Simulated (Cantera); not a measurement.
Input: 1 mol SiH4, 0.028 mol CH4, 6.2 mol H2, at 1402 °C and 13.3 mbar.

Equilibrium computed with Cantera from the NASA thermochemical tables; the gas is ideal and each condensed phase is pure. Candidate condensed phases: C, C6H6, C7H8, C8H18, Si, SiC; 87 gas species. Mutual solubility and eutectic melting of coexisting phases are not modelled. Gases not in the tables: Si2H6 and higher silanes. Equilibrium is a limit: real reactors are often held back by kinetics, nucleation or transport.

Base state: H2 0.999, H 0.00101, Si 3.26e-5, SiH2 1.12e-5 (mole fractions); condensed: Si(s) + SiC(s).

Question: What changes in the equilibrium state with this change: SiH4 replaced by SiHCl3?

Answer: 
```json
[
 {"species": "H2", "before": "0.999", "after": "0.745"},
 {"species": "HCl", "before": "0", "after": "0.147"},
 {"species": "SiCl2", "before": "0", "after": "0.105"},
 {"species": "SiCl3", "before": "0", "after": "0.00189"},
 {"species": "Cl", "before": "0", "after": "0.000134"},
 {"species": "SiCl", "before": "0", "after": "0.000123"},
 {"species": "SiCl4", "before": "0", "after": "7.05e-5"},
 {"species": "SiHCl3", "before": "0", "after": "6.43e-5"},
 {"species": "Si(s), mol", "before": "0.972", "after": "0.0876"},
 {"species": "SiC(s), mol", "before": "0.0280", "after": "0.0280"}
]
```
The tables' values for SiCl3, SiCl are old estimates; treat these amounts as uncertain.

Question: What changes in the equilibrium state with this change: temperature from 1402 °C to 1702 °C?

Answer: 
| species | before | after |
|---|---|---|
| H2 | 0.999 | 0.985 |
| H | 0.00101 | 0.0118 |
| Si | 3.26e-5 | 0.00242 |
| Si2C | 1.69e-7 | 5.97e-5 |
| Si2 | 1.27e-7 | 2.36e-5 |
| SiH | 6.31e-6 | 0.000200 |
| SiH2 | 1.12e-5 | 9.06e-5 |
| Si(s), mol | 0.972 | 0 |
| SiC(s), mol | 0.0280 | 0.0275 |
| Si(l), mol | 0 | 0.948 |
